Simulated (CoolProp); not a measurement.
cis-2-butene at 301.82 K and 0.63 MPa is throttled through a valve to 0.411 MPa with no heat exchange. Each further row changes one setting.

Values from CoolProp's reference Helmholtz-energy equation of state, Lemmon 2005. It is a short technical equation, of lower accuracy than the large ones.

```json
[
 {"case": "as stated", "temperature change (K)": "___", "final phase": "liquid", "final density (kg/m³)": "611"},
 {"case": "outlet pressure 0.123 MPa", "temperature change (K)": "___", "final phase": "two-phase, vapour fraction 0.108", "final density (kg/m³)": "27.5"},
 {"case": "outlet pressure 0.534 MPa", "temperature change (K)": "___", "final phase": "liquid", "final density (kg/m³)": "611"}
]
```

Q: Complete the blanks.

A: 
- as stated, temperature change (K): +0.1
- outlet pressure 0.123 MPa, temperature change (K): -19.8
- outlet pressure 0.534 MPa, temperature change (K): +0.0
